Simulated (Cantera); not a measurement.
A closed system holds: 1 mol S, 0.057 mol H2, held at 10.0 mbar.

Equilibrium computed with Cantera from the NASA thermochemical tables; the gas is ideal and each condensed phase is pure. Candidate condensed phases: S; 7 gas species. Equilibrium is a limit: real reactors are often held back by kinetics, nucleation or transport. All values below are at 1623 K.

Base state: S2 0.892, H2 0.0831, H2S 0.0164, SH 0.00692, S 0.00144, H 0.000199 (mole fractions); condensed: gas only.

Task: What changes in the equilibrium state with this change: H2 from 0.057 to 7.6 mol?

Result: 
```tsv
species	before	after
H2	0.0831	0.914
S2	0.892	0.0409
H2S	0.0164	0.0387
S	0.00144	0.000308
H	0.000199	0.000661
SH	0.00692	0.00492
```
